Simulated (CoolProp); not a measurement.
A Linde-Hampson liquefier for normal hydrogen: isothermal reversible compression at 230 K from 1 atm to 5 MPa, throttling to 1 atm, return gas leaving the recuperator 0 K below the feed. Each further row changes one setting.

Values from CoolProp's reference Helmholtz-energy equation of state, Leachman 2009.

```csv
case,compression work (kJ/kg of gas)
as stated,3730
high pressure 10 MPa,4420
warm-end temperature 260 K,4210
warm-end gap 5 K,3730
```
